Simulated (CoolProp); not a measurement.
Properties of hydrogen chloride along the isotherm 165.1 K.

Model: reference Helmholtz-energy equation of state, Thol 2018, in CoolProp.

```
p (kPa)   phase  density (kg/m³)  cp (kJ/(kg K))  cv (kJ/(kg K))  isothermal compressibility (1/MPa)  expansivity (1/kK)
-------  ------  ---------------  --------------  --------------  ----------------------------------  ------------------
263      liquid             1241           1.659           1.105                                   ?               1.879
444      liquid             1241           1.659           1.105                           0.0008478               1.878
749      liquid             1241           1.658           1.105                           0.0008457               1.875
1260     liquid             1242           1.657           1.106                           0.0008421               1.870
2130     liquid                ?           1.656           1.106                                   ?               1.861
3600     liquid             1244           1.654           1.106                           0.0008264               1.847
```

**Question.** Complete the blanks.

**Answer.** 
- 263, isothermal compressibility (1/MPa): 0.0008491
- 2130, density (kg/m³): 1243
- 2130, isothermal compressibility (1/MPa): 0.0008362
